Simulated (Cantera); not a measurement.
Input: 1 mol MgO, 4.5 mol H2S, 0.85 mol O2, held at 3600 Pa.

Cantera equilibrium calculation (NASA polynomials, part measured and part estimated; ideal gas, pure solids and liquids). Candidate condensed phases: H2O, H2SO4, Mg, MgO, Mg(OH)2, MgS, MgSO4, S; 26 gas species. Gases not in the tables: S3 to S7. Equilibrium is a limit: real reactors are often held back by kinetics, nucleation or transport.

x: gas mole fraction; n: condensed amount in mol.

```csv
T (°C),x H2S,x H2,x H2O,x S2,x S8,x SH,n MgO(s)
350,0.587,0.000252,0.353,0.0196,0.0392,(withheld),1.00
450,0.538,0.000903,0.310,0.143,0.00246,(withheld),1.00
550,0.523,0.00505,0.312,0.157,1.15e-6,(withheld),1.00
650,0.502,0.0195,0.312,0.165,2.68e-9,(withheld),1.00
750,0.458,0.0535,0.307,0.180,2.57e-11,(withheld),1.00
850,0.388,0.109,0.298,0.203,<1e-12,(withheld),1.00
950,0.303,0.177,0.287,0.231,<1e-12,(withheld),1.00
1050,0.222,0.241,0.276,0.257,<1e-12,(withheld),1.00
1150,0.158,0.294,0.265,0.277,<1e-12,(withheld),1.00
1250,0.111,0.333,0.255,0.289,<1e-12,(withheld),1.000
1350,0.0784,0.363,0.244,0.296,<1e-12,(withheld),1.000
```

What belongs in the gaps?


- 350, x SH: 7.85e-9
- 450, x SH: 2.97e-7
- 550, x SH: 3.34e-6
- 650, x SH: 2.20e-5
- 750, x SH: 9.83e-5
- 850, x SH: 0.000326
- 950, x SH: 0.000848
- 1050, x SH: 0.00182
- 1150, x SH: 0.00335
- 1250, x SH: 0.00550
- 1350, x SH: 0.00833
